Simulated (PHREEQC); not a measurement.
PHREEQC input (ion-association model, wateq4f.dat):

```
SOLUTION_MASTER_SPECIES
  An  An-  0  An  62.0  # stands for a non-complexing anion
SOLUTION_SPECIES
  An- = An-
    -log_k 0
    -gamma 3.0 0
PHASES
  Fix_H+
    H+ = H+
    -log_k 0
SOLUTION 1
  temp 25
  units mmol/kgw
  pH 7 charge
  Na 100
  An 100
END
SELECTED_OUTPUT 1
  -reset false
  -pH true
  -pe true
  -ionic_strength true
  -water true
  -totals Na
  -molalities Hfo_wOH Hfo_wOH2+ Hfo_wO- Hfo_sOH Hfo_sOH2+ Hfo_sO-
USER_PUNCH 1
  -headings sigma psi
  10 PUNCH EDL("sigma", "Hfo"), EDL("psi", "Hfo")
PRINT
  -reset false
USE solution 1
SURFACE 1
  Hfo_wOH 0.000651685 600 0.29
  Hfo_sOH 1.62921e-05
EQUILIBRIUM_PHASES 1
  Fix_H+ -3 HAn 10
    -force_equality true
  O2(g) -0.68 10
END
# ... the last block is repeated for the other 12 points of pH, with NaOH or the acid as the point needs
```

Selected output (columns that matter, 10 of 13 rows; pH added in front):

```
pH	mu	Na	m_Hfo_wOH	m_Hfo_wOH2+	m_Hfo_wO-	m_Hfo_sOH	m_Hfo_sOH2+	m_Hfo_sO-	sigma	psi
3	0.10154	0.1	1.2453e-05	0.00063923	5.5577e-09	3.1132e-07	1.5981e-05	1.3894e-10	0.36335	0.1526
3.5	0.1007	0.1	3.5557e-05	0.00061608	4.7013e-08	8.8893e-07	1.5402e-05	1.1753e-09	0.35017	0.15092
4.5	0.10028	0.1	0.00016945	0.00048087	1.3679e-06	4.2362e-06	1.2022e-05	3.4198e-08	0.27256	0.13825
5	0.10021	0.1	0.0002656	0.00038186	4.232e-06	6.6399e-06	9.5464e-06	1.058e-07	0.21465	0.12614
5.5	0.10015	0.1	0.00035261	0.00028923	9.8479e-06	8.8152e-06	7.2307e-06	2.462e-07	0.15881	0.11098
6.5	0.10007	0.1	0.00046109	0.00016019	3.0406e-05	1.1527e-05	4.0046e-06	7.6014e-07	0.07377	0.073896
7	0.10004	0.1	0.00048503	0.00012275	4.3906e-05	1.2126e-05	3.0687e-06	1.0977e-06	0.044816	0.052457
7.5	0.10002	0.1	0.00049634	9.7392e-05	5.7948e-05	1.2409e-05	2.4348e-06	1.4487e-06	0.022421	0.029416
8.5	0.10002	0.10003	0.00049873	6.4195e-05	8.8761e-05	1.2468e-05	1.6049e-06	2.219e-06	-0.013964	-0.018909
9	0.10004	0.10007	0.00049121	5.0063e-05	0.00011041	1.228e-05	1.2516e-06	2.7603e-06	-0.034304	-0.042489
```

Complexes and solids missing from the database can't appear. The oxide is taken as insoluble; below pH 4 it would dissolve.
